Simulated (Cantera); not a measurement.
An isothermal, constant-pressure homogeneous reactor starts with H2 : O2 : N2 = 1.7 : 1 : 2.1 (molar parts), equivalence ratio 0.85, at 775 K and 0.168 atm. Integrator tolerance rtol = 1e-08.

Detailed kinetics in Cantera: the H2/O2 subset of GRI-Mech 3.0, which has no nitrogen chemistry. Below about 950 K walls govern HO2 and H2O2 in real vessels. The temperature is held fixed by assumption; the heat of reaction is taken as removed at once.

Q: What does this change do: temperature 775 to 900 K?

A: 
```tsv
quantity	before	after
x(H2) at 20.0 s	0.354 (gas-phase equilibrium <1e-12)	0.000272 (gas-phase equilibrium 1.72e-11)
x(O2) at 20.0 s	0.208 (gas-phase equilibrium 0.0380)	0.0381 (gas-phase equilibrium 0.0380)
x(H2O2) at 20.0 s	5.06e-5 (gas-phase equilibrium 2.40e-12)	1.70e-6 (gas-phase equilibrium 2.35e-11)
x(O) at 20.0 s	8.14e-11 (gas-phase equilibrium <1e-12)	6.59e-9 (gas-phase equilibrium 2.56e-12)
x(H) at 20.0 s	1.21e-9 (gas-phase equilibrium <1e-12)	4.29e-9 (gas-phase equilibrium <1e-12)
x(HO2) at 20.0 s	1.85e-6 (gas-phase equilibrium 3.32e-12)	2.14e-6 (gas-phase equilibrium 5.82e-11)
```

Q: What does this change do: temperature 775 to 848 K?

A: 
```json
[
 {"quantity": "x(H2) at 20.0 s", "before": "0.354 (gas-phase equilibrium <1e-12)", "after": "0.118 (gas-phase equilibrium 2.28e-12)"},
 {"quantity": "x(O2) at 20.0 s", "before": "0.208 (gas-phase equilibrium 0.0380)", "after": "0.0947 (gas-phase equilibrium 0.0380)"},
 {"quantity": "x(H2O2) at 20.0 s", "before": "5.06e-5 (gas-phase equilibrium 2.40e-12)", "after": "0.000418 (gas-phase equilibrium 9.87e-12)"},
 {"quantity": "x(O) at 20.0 s", "before": "8.14e-11 (gas-phase equilibrium <1e-12)", "after": "1.31e-8 (gas-phase equilibrium <1e-12)"},
 {"quantity": "x(H) at 20.0 s", "before": "1.21e-9 (gas-phase equilibrium <1e-12)", "after": "1.11e-7 (gas-phase equilibrium <1e-12)"},
 {"quantity": "x(HO2) at 20.0 s", "before": "1.85e-6 (gas-phase equilibrium 3.32e-12)", "after": "1.80e-5 (gas-phase equilibrium 1.96e-11)"}
]
```
